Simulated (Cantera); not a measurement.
An isothermal, constant-pressure homogeneous reactor starts with H₂ : O₂ : N₂ = 1.3 : 1 : 0.66 (molar parts), equivalence ratio 0.65, at 1075 K and 0.148 atm.

Computed with Cantera and GRI-Mech 3.0 (53 species, 325 reactions). The temperature is held fixed by assumption; the heat of reaction is taken as removed at once.

x: mole fraction; the columns are a selection and need not sum to one.

| t (s) | x H₂ | x O₂ | x O | x H₂O | x H |
|---|---|---|---|---|---|
| 8.00e-6 | 0.439 | 0.338 | 1.02e-10 | 1.91e-10 | 9.45e-10 |
| 4.24e-5 | 0.439 | 0.338 | 3.02e-9 | 1.88e-8 | [?] |
| 0.000225 | 0.434 | 0.336 | 0.000494 | 0.00405 | [?] |
| 0.00119 | 0.00332 | 0.153 | 0.000326 | 0.558 | [?] |
| 0.00632 | 0.000236 | 0.152 | 1.24e-5 | 0.562 | [?] |
| 0.0335 | 6.62e-6 | 0.152 | 7.39e-7 | 0.563 | [?] |
| 0.178 | 1.44e-7 | 0.152 | 8.46e-8 | 0.563 | 6.46e-10 |
| 0.943 | 1.90e-8 | 0.152 | 1.41e-8 | 0.563 | 4.26e-11 |
| 5.00 | 4.11e-9 | 0.152 | 2.83e-9 | 0.563 | 4.37e-12 |

Question: Some entries are withheld; supply them.

Answer: 
- 4.24e-5, x H: 1.92e-8
- 0.000225, x H: 0.00310
- 0.00119, x H: 0.000239
- 0.00632, x H: 2.65e-6
- 0.0335, x H: 2.94e-8
